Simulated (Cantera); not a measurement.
A freely propagating, adiabatic, planar premixed flame of CH4 : O2 : N2 = 1 : 1.54 : 5.78 (molar parts), unburnt at 625 K and 54000 Pa; mixture-averaged transport, grid criteria slope 0.08 and curve 0.16, no radiation.

Detailed kinetics in Cantera: GRI-Mech 3.0 (53 species, 325 reactions). Burning velocities carry a grid error of a few per cent, more on coarse grids.

What does this change do: inlet temperature 625 to 348 K?


| quantity | before | after |
|---|---|---|
| laminar burning velocity | 130 cm/s | 41.6 cm/s |
| thermal thickness | 0.608 mm | 0.838 mm |
| peak x(C2H2) | 0.000897 | 0.000780 |
| peak x(CH2O) | 0.00121 | 0.000975 |
| peak x(O) | 0.00146 | 0.000617 |
